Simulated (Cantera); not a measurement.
What does this Cantera script print?

```python
import numpy as np
import cantera as ct

gas_names = [...]  # 62 gases of nasa_gas.yaml made of B, F, H, N, O
cond_names = """
    B(b) B(L) BN(s) B2O3(L) B3O3H3(cr) H2O(s) H2O(L)
""".split()


# ... load() reads the species with a 1 bar reference pressure and builds the phases ...
atoms = {
    'BN': {'B': 1, 'N': 1},
    'H2O': {'H': 2, 'O': 1},
    'F2': {'F': 2},
}
top_T = {'BN(s)': 3200}  # K; cautious upper limits of use, not melting points


# ... equilibrate(T, P, feed) seeds the gas with the atoms and calls Mixture.equilibrate('TP', solver="vcs", rtol=1e-11, max_steps=5000) ...
results = []
feed = {'BN': 1, 'H2O': 1.3, 'F2': 1.4}  # mol
P = 133.322  # Pa
for T in [1123, 1223, 1323, 1423, 1523, 1623, 1723, 1823, 1923, 2023]:
    mix = equilibrate(T, P, feed)
    results.append((T, P, feed, dict(zip(mix.species_names, mix.species_moles))))
    x = sorted(zip(gas.X, gas.species_names), reverse=True)
    print(f"T = {T:g} K  P = {P:g} Pa  gas = {mix.phase_moles(0):.4g} mol")
    print("   x: " + "  ".join(f"{s} {v:.3e}" for v, s in x if v > 0.001))
    print("   condensed (mol): " + ("  ".join(f"{mix.phase(i).name} {mix.phase_moles(i):.4g}"
          for i in range(1, mix.n_phases) if mix.phase_moles(i) > 1e-12) or "none"))
```

Result:

```
T = 1123 K  P = 133.322 Pa  gas = 2.995 mol
   x: HF 4.153e-01  H2O 1.914e-01  N2 1.670e-01  BF3 1.470e-01  H2 3.339e-02  BOF 2.486e-02  B3O3F3 1.797e-02  HBO2 3.072e-03
   condensed (mol): B2O3(L) 0.1572
T = 1223 K  P = 133.322 Pa  gas = 3.216 mol
   x: HF 4.141e-01  H2O 1.598e-01  N2 1.555e-01  BOF 1.120e-01  BF3 1.014e-01  H2 3.110e-02  B3O3F3 1.346e-02  HBO2 1.255e-02
   condensed (mol): B2O3(L) 0.07159
T = 1323 K  P = 133.322 Pa  gas = 3.514 mol
   x: HF 4.307e-01  BOF 2.121e-01  N2 1.423e-01  H2O 1.171e-01  BF3 4.975e-02  H2 2.845e-02  HBO2 1.791e-02  B3O3F3 1.568e-03
   condensed (mol): none
T = 1423 K  P = 133.322 Pa  gas = 3.626 mol
   x: HF 4.710e-01  BOF 2.405e-01  N2 1.379e-01  H2O 8.803e-02  H2 2.756e-02  BF3 2.015e-02  HBO2 1.477e-02
   condensed (mol): none
T = 1523 K  P = 133.322 Pa  gas = 3.674 mol
   x: HF 4.891e-01  BOF 2.514e-01  N2 1.361e-01  H2O 7.543e-02  H2 2.717e-02  HBO2 1.338e-02  BF3 7.250e-03
   condensed (mol): none
T = 1623 K  P = 133.322 Pa  gas = 3.691 mol
   x: HF 4.958e-01  BOF 2.550e-01  N2 1.355e-01  H2O 7.063e-02  H2 2.695e-02  HBO2 1.308e-02  BF3 2.595e-03
   condensed (mol): none
T = 1723 K  P = 133.322 Pa  gas = 3.698 mol
   x: HF 4.983e-01  BOF 2.559e-01  N2 1.352e-01  H2O 6.864e-02  H2 2.670e-02  HBO2 1.316e-02
   condensed (mol): none
T = 1823 K  P = 133.322 Pa  gas = 3.703 mol
   x: HF 4.991e-01  BOF 2.558e-01  N2 1.350e-01  H2O 6.741e-02  H2 2.631e-02  HBO2 1.332e-02  H 1.925e-03
   condensed (mol): none
T = 1923 K  P = 133.322 Pa  gas = 3.71 mol
   x: HF 4.989e-01  BOF 2.552e-01  N2 1.347e-01  H2O 6.589e-02  H2 2.582e-02  HBO2 1.337e-02  H 4.145e-03
   condensed (mol): none
T = 2023 K  P = 133.322 Pa  gas = 3.725 mol
   x: HF 4.974e-01  BOF 2.540e-01  N2 1.342e-01  H2O 6.290e-02  H2 2.567e-02  HBO2 1.307e-02  H 8.333e-03  OH 2.127e-03
   condensed (mol): none
```

Method: chemical equilibrium by Gibbs-energy minimisation in Cantera with the NASA 1993 tables (ideal gas, pure condensed phases). The tables' values for BF2 are old estimates; treat these amounts as uncertain. Gases not in the tables: H3BO3.
